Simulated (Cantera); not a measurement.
Feed: 1 mol CH₃Cl, 0.075 mol HCl, equilibrated at 2.20 Pa.

Equilibrium computed with Cantera from the NASA thermochemical tables; the gas is ideal and each condensed phase is pure. Candidate condensed phases: C, C₆H₆, C₇H₈, C₈H₁₈; 91 gas species. The numbers say what is thermodynamically allowed, not how fast it happens.

**Question.** Which condensed phases are stable at each of these points (T (K)): 2225, 2275, 2325, 2375, 2425, 2475, 2525, 2575, 2625?

**Answer.** 
```tsv
T (K)	condensed phases	C condensed (%)
2225	C(graphite)	99.4
2275	C(graphite)	99.0
2325	C(graphite)	98.0
2375	C(graphite)	95.5
2425	C(graphite)	89.8
2475	C(graphite)	77.2
2525	C(graphite)	49.4
2575	gas only	0.0
2625	gas only	0.0
```

From 2225 K to 2525 K the condensed part is C(graphite). From 2575 K to 2625 K nothing is condensed.
